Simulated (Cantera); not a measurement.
Feed: 1 mol MgO, 0.27 mol Cl2, 0.59 mol H2, held at 900 K and 1.00 bar.

These are equilibrium values from Cantera (NASA tables, ideal gas, pure condensed phases), not measurements of a reactor. Candidate condensed phases: H2O, Mg, MgCl2, MgO, Mg(OH)2; 22 gas species. Condensed phases not in the tables: MgOHCl. Rates play no part.

Base state: HCl 0.515, H2 0.403, H2O 0.0821 (mole fractions); condensed: MgCl2(s) + MgO(s).

Problem. What changes in the equilibrium state with this change: temperature from 900 K to 1325 K?

Solution. 
```csv
species,before,after
HCl,0.515,0.586
H2,0.403,0.372
MgCl2,8.62e-6,0.0209
H2O,0.0821,0.0209
"MgCl2(s), mol",0.0653,0
"MgO(s), mol",0.935,0.982
```

Problem. What changes in the equilibrium state with this change: pressure from 1.00 bar to 13.3 mbar?

Solution. 
```json
[
 {"species": "HCl", "before": "0.515", "after": "0.625"},
 {"species": "H2", "before": "0.403", "after": "0.372"},
 {"species": "H2O", "before": "0.0821", "after": "0.00161"},
 {"species": "MgCl2", "before": "8.62e-6", "after": "0.000646"},
 {"species": "MgCl2(s), mol", "before": "0.0653", "after": "0.000830"},
 {"species": "MgO(s), mol", "before": "0.935", "after": "0.999"}
]
```
